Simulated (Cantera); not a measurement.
Charge: 1 mol Al₂O₃, 0.0041 mol C, 2.2 mol N₂, equilibrated at 3.90 Pa.

Cantera equilibrium calculation (NASA polynomials, part measured and part estimated; ideal gas, pure solids and liquids). Candidate condensed phases: Al, AlN, Al₂O₃, C; 32 gas species. Rates play no part. All values below are at 2775 K.

Base state: O 0.400, N₂ 0.311, Al 0.266, AlO 0.0168, O₂ 0.00258, NO 0.00247, CO 0.000580, Al₂O 0.000510 (mole fractions); condensed: gas only.

### Question
What changes in the equilibrium state with this change: pressure from 3.90 Pa to 3.90 bar?

### Answer
```
species          before     after
-------------  --------  --------
N₂                0.311     0.997
CO             0.000580   0.00185
Al                0.266  0.000671
O                 0.400   5.26e-6
AlO              0.0168   5.55e-5
O₂              0.00258   4.46e-8
N              0.000259   1.47e-6
NO              0.00247   1.84e-5
Al₂O₃(l), mol         0     0.998
```
